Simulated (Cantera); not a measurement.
# Thermodynamics of tantalum, niobium, vanadium and zirconium in process gases, feed Zr + H2O

A closed system holds: 1 mol Zr, 9.9 mol H2O, held at 1500 K and 11.0 mbar.

Method: chemical equilibrium by Gibbs-energy minimisation in Cantera with the NASA 1993 tables (ideal gas, pure condensed phases). Candidate condensed phases: H2O, Zr, ZrO2; 12 gas species. Rates play no part.

```json
{
  "x(H2O)": "0.798",
  "x(H2)": "0.202",
  "x(H)": "7.54e-5",
  "x(OH)": "8.51e-6",
  "n(ZrO2(tetragonal))": "1.00 mol",
  "gas_amount": "9.900 mol",
  "log10 activity of Zr(β) (absent)": "-18.18"
}
```
